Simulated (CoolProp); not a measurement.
Computed with CoolProp (reference Helmholtz-energy equation of state, Pan 2012).

Q: For R236FA, give the phase and the density (kg/m³), isothermal compressibility (1/MPa), expansivity (1/kK), viscosity (µPa s) at 239.7 K and 1.77 MPa; 273.6 K and 1.77 MPa.

A: 
- 239.7 K and 1.77 MPa: liquid; density 1550, isothermal compressibility 0.00150, expansivity 1.84, viscosity 679
- 273.6 K and 1.77 MPa: liquid; density 1450, isothermal compressibility 0.00240, expansivity 2.13, viscosity 404

Viscosity comes from a separate model (Huber 2003), an estimate that may be off by 10 % or more.
